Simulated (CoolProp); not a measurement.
Saturation properties of n-dodecane.

The numbers come from the reference Helmholtz-energy equation of state, Lemmon 2004 in CoolProp. It is a short technical equation, of lower accuracy than the large ones.

```tsv
T (°C)	p (MPa)	vapour Z	surface tension (mN/m)	liquid viscosity (µPa s)	vapour viscosity (µPa s)	liquid conductivity (mW/(m K))
230.25	0.1397	(withheld)	8.86	(withheld)	7.63	92.4
232.65	0.1473	0.9057	8.70	172	7.66	91.9
235.05	0.1552	0.9021	(withheld)	169	(withheld)	91.5
237.35	0.1631	0.8986	8.38	166	7.74	91.0
239.75	0.1717	0.8948	8.22	163	7.78	90.6
242.15	0.1806	0.8909	8.06	160	7.81	90.1
244.45	0.1895	0.8871	7.91	157	7.85	89.7
246.85	0.1991	0.8831	7.75	154	7.89	89.2
249.25	0.2092	0.8789	7.59	151	7.93	88.8
251.65	(withheld)	(withheld)	7.43	149	7.96	88.3
253.95	0.2299	0.8705	7.28	146	8.00	87.9
256.35	0.2411	0.8661	7.12	(withheld)	8.04	87.4
258.75	0.2527	0.8615	6.97	141	8.08	87.0
261.05	0.2642	0.8570	6.82	138	8.12	86.5
```

Q: Fill in the missing entries.

A: 
- 230.25, vapour Z: 0.9092
- 230.25, liquid viscosity (µPa s): 175
- 235.05, surface tension (mN/m): 8.53
- 235.05, vapour viscosity (µPa s): 7.70
- 251.65, p (MPa): 0.2196
- 251.65, vapour Z: 0.8747
- 256.35, liquid viscosity (µPa s): 143

It boils at 216.3 °C under 1 atm.

Viscosity comes from a separate model (Huber 2004). Thermal conductivity comes from a separate model (Huber 2004). Surface tension comes from a separate correlation (Mulero 2012).
